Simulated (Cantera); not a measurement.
**Abatement and gas-phase synthesis: H₂O**

Input: 1 mol H₂O, at 500 K and 6.20 bar.

Equilibrium computed with Cantera from the NASA thermochemical tables; the gas is ideal and each condensed phase is pure. Candidate condensed phases: H₂O; 9 gas species. The numbers say what is thermodynamically allowed, not how fast it happens.

The x(H₂O) is 1.00 and the gas amount comes out as 1.000 mol.
